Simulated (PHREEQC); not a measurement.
## Copper plating or etch bath (model solution)

Dissolve 0.097 mol/kgw Cu(NO3)2 and 0.00099 mol/kgw KCl at 55 °C. Closed to the air; pH follows from the charge balance.

Model: ion-association model, phreeqc.dat, run in PHREEQC.

Precipitation was switched off in this run.

Problem. Predict the pH, density.

Solution. pH 3.86; density 1.000 g/cm³.

Problem. In which forms is Cl present?

Solution. Cl- 79 %, CuCl+ 21 % of the Cl.

Species that the database lacks are ignored. Away from 25 °C the constants follow the database's enthalpies or fits; those with neither stay at their 25 °C values.
